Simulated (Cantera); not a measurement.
Input (Python, Cantera):

```python
import numpy as np
import cantera as ct

gas = ct.Solution("h2o2.yaml")
gas.TPX = 625, 500000, {'H2': 1, 'O2': 0.455, 'N2': 1.71, 'H2O': 0.12}
flame = ct.FreeFlame(gas, width=0.013)
flame.set_refine_criteria(ratio=3, slope=0.08, curve=0.16)
flame.transport_model = "mixture-averaged"
flame.solve(loglevel=0, auto=True)
flame.transport_model = "multicomponent"
flame.soret_enabled = False
flame.solve(loglevel=0, refine_grid=True)
z, T = flame.grid, flame.T
thick = (T[-1] - T[0]) / np.gradient(T, z).max()
show = ['H2', 'O2', 'H2O', 'OH', 'HO2', 'H']
print(f"laminar burning velocity  {flame.velocity[0] * 100:.3f} cm/s")
print(f"burnt temperature         {T[-1]:.1f} K")
print(f"thermal thickness         {thick * 1e3:.4f} mm")
print(f"grid points               {len(z)}")
z0 = z[flame.heat_release_rate.argmax()]
print(f"{'z/mm':>9s}{'T/K':>9s}{'u/(m/s)':>9s}" + "".join(f"{s:>11s}" for s in show))
rows = []
for k in (-3, -2, -1.5, -1, -0.5, -0.25, 0, 0.25, 0.5, 1, 2, 4, 8):
    zz = z0 + k * thick
    rows.append([k * thick, np.interp(zz, z, T), np.interp(zz, z, flame.velocity),
                 *(np.interp(zz, z, flame.X[gas.species_index(s)]) for s in show)])
    print(f"{rows[-1][0] * 1e3:9.3f}{rows[-1][1]:9.1f}{rows[-1][2]:9.3f}" + "".join(f"{x:11.3e}" for x in rows[-1][3:]))
```

It prints:

```
laminar burning velocity  741.453 cm/s
burnt temperature         2560.6 K
thermal thickness         0.0579 mm
grid points               111
     z/mm      T/K  u/(m/s)         H2         O2        H2O         OH        HO2          H
   -0.174    625.0    7.415  3.044e-01  1.385e-01  3.653e-02  3.766e-15  2.696e-11  3.489e-15
   -0.116    625.0    7.414  3.044e-01  1.385e-01  3.653e-02  8.403e-13  2.464e-09  8.028e-13
   -0.087    625.0    7.414  3.043e-01  1.385e-01  3.654e-02  2.783e-11  5.937e-08  2.992e-11
   -0.058    625.3    7.412  3.037e-01  1.386e-01  3.657e-02  9.037e-10  1.351e-06  2.336e-09
   -0.029    657.5    7.688  2.924e-01  1.398e-01  3.868e-02  3.032e-05  4.466e-04  4.361e-05
   -0.014    926.9   10.480  2.504e-01  1.326e-01  6.597e-02  1.080e-03  8.784e-04  2.854e-03
    0.000   1394.1   15.241  1.669e-01  9.679e-02  1.480e-01  3.744e-03  3.867e-04  1.812e-02
    0.014   1725.1   18.594  9.570e-02  5.010e-02  2.340e-01  9.533e-03  1.646e-04  3.249e-02
    0.029   1900.9   20.352  6.734e-02  2.741e-02  2.736e-01  1.404e-02  7.858e-05  3.403e-02
    0.058   2075.2   22.020  5.570e-02  1.609e-02  2.965e-01  1.671e-02  3.789e-05  2.699e-02
    0.116   2234.5   23.471  5.075e-02  1.125e-02  3.121e-01  1.616e-02  2.059e-05  1.782e-02
    0.232   2364.4   24.608  4.532e-02  7.547e-03  3.267e-01  1.388e-02  1.071e-05  1.095e-02
    0.463   2455.5   25.379  4.017e-02  4.780e-03  3.385e-01  1.115e-02  5.426e-06  6.730e-03
```

Computed with Cantera and the H2/O2 subset of GRI-Mech 3.0, which has no nitrogen chemistry. The hydrogen kinetics of GRI-Mech 3.0 are dated; newer H2 mechanisms differ, most at raised pressure. Burning velocities carry a grid error of a few per cent, more on coarse grids.
